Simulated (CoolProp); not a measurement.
Properties of hexamethyldisiloxane (MM) along the isotherm 346.85 °C (Tc = 245.6 °C, pc = 1.931 MPa, ω = 0.418).

Computed with CoolProp (reference Helmholtz-energy equation of state, Thol 2016).

```tsv
p (MPa)	phase	Joule-Thomson coefficient (K/MPa)	isothermal compressibility (1/MPa)	fugacity coefficient
0.603	gas	[?]	1.764	0.9431
1.21	gas	5.977	0.9382	[?]
1.81	gas	6.260	0.6674	0.8377
2.41	supercritical	6.443	0.5304	[?]
3.02	supercritical	6.502	0.4452	0.7456
3.62	supercritical	[?]	0.3832	0.7053
4.22	supercritical	[?]	0.3233	[?]
4.83	supercritical	4.947	0.2549	0.6348
```

Q: Fill in the missing entries.

A: 
- 0.603, Joule-Thomson coefficient (K/MPa): 5.619
- 1.21, fugacity coefficient: 0.8886
- 2.41, fugacity coefficient: 0.7902
- 3.62, Joule-Thomson coefficient (K/MPa): 6.346
- 4.22, Joule-Thomson coefficient (K/MPa): 5.844
- 4.22, fugacity coefficient: 0.6684
